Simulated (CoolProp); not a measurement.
Vapour-liquid equilibrium of propane (1) + sulfur dioxide (2) at 34.75 °C; x and y are mole fractions of (1).

The numbers come from the multi-fluid Helmholtz-energy mixture model, Lemmon 2009 and Gao 2016; pair parameters Bell 2016 in CoolProp.

### Question
Give the bubble pressure and the first vapour's composition at x = 0.25, 0.45, 0.85. Is there an azeotrope?

### Answer
x = 0.25: 1.334 MPa, y = 0.608; x = 0.45: 1.375 MPa, y = 0.629; x = 0.85: 1.366 MPa, y = 0.795. y crosses x between x = 0.65 and 0.75: the model has an azeotrope there.

Pair parameters are fitted to limited data, so mixtures are less certain than the pure fluids. With so large a gap from Raoult's law the liquid may split in two, which this calculation doesn't test in full.
